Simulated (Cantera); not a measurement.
## BF3 + H2O (boron, boron nitride and boron oxide)

Feed: 1 mol BF3, 3.9 mol H2O, held at 2073 K.

Cantera equilibrium calculation (NASA polynomials, part measured and part estimated; ideal gas, pure solids and liquids). Candidate condensed phases: B, B2O3, B3O3H3, H2O; 43 gas species. Rates play no part.

From 0.0750 Torr to 750 Torr nothing is condensed. The main B-bearing gas is BOF throughout.

| P (Pa) | x H2O | x HF | x BOF | x H2 | x H | x HBO2 | x O2 | x OH | x O |
|---|---|---|---|---|---|---|---|---|---|
| 10 | 0.275 | 0.344 | 0.108 | 0.0726 | 0.0709 | 0.0357 | 0.0347 | 0.0306 | 0.0214 |
| 32 | 0.329 | 0.363 | 0.111 | 0.0567 | 0.0350 | 0.0415 | 0.0254 | 0.0231 | 0.0102 |
| 100 | 0.365 | 0.374 | 0.113 | 0.0421 | 0.0171 | 0.0453 | 0.0181 | 0.0168 | 0.00489 |
| 320 | 0.389 | 0.381 | 0.114 | 0.0302 | 0.00807 | 0.0479 | 0.0126 | 0.0119 | 0.00228 |
| 1000 | 0.405 | 0.386 | 0.114 | 0.0213 | 0.00384 | 0.0495 | 0.00872 | 0.00830 | 0.00107 |
| 3200 | 0.416 | 0.388 | 0.115 | 0.0148 | 0.00179 | 0.0506 | 0.00596 | 0.00572 | 0.000496 |
| 10000 | 0.423 | 0.390 | 0.115 | 0.0103 | 0.000843 | 0.0513 | 0.00410 | 0.00395 | 0.000233 |
| 32000 | 0.429 | 0.390 | 0.114 | 0.00705 | 0.000390 | 0.0518 | 0.00279 | 0.00270 | 0.000107 |
| 100000 | 0.434 | 0.388 | 0.113 | 0.00487 | 0.000184 | 0.0521 | 0.00192 | 0.00186 | 5.03e-5 |
x: gas mole fraction; nothing condenses.
